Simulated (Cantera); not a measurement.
An isothermal, constant-pressure homogeneous reactor starts with 80.6 % NH3, 19.4 % H2, at 1848 K and 1.18 atm.

Detailed kinetics in Cantera: the gas-phase N/H chemistry of the illustrative SiF4/NH3 mechanism in the Surface Chemkin manual (1991). Walls and surfaces, which speed up NH3 decomposition in real reactors, are not modelled.

x: mole fraction; the columns are a selection and need not sum to one.

```csv
t (s),x NH3,x H2,x N,x N2H4,x N2H2
2.00e-6,0.806,0.194,<1e-12,6.56e-11,7.78e-11
1.10e-5,0.806,0.194,4.02e-11,2.40e-9,6.45e-9
6.03e-5,0.806,0.194,___,7.04e-8,2.92e-7
0.000331,0.805,0.195,1.05e-7,4.63e-7,2.57e-6
0.00182,0.796,0.201,1.10e-7,4.68e-7,2.60e-6
0.0100,0.750,0.234,1.16e-7,4.29e-7,2.34e-6
0.0549,0.559,0.372,1.32e-7,2.84e-7,1.44e-6
0.302,0.182,0.645,1.30e-7,5.74e-8,2.76e-7
1.66,0.0167,0.764,___,1.13e-9,6.39e-9
9.10,0.00184,0.775,___,1.63e-11,9.59e-11
50.0,0.000301,0.776,___,<1e-12,2.80e-12
```

Question: Some entries are withheld; supply them.

Answer: 
- 6.03e-5, x N: 7.51e-9
- 1.66, x N: 4.52e-8
- 9.10, x N: 6.44e-9
- 50.0, x N: 1.07e-9
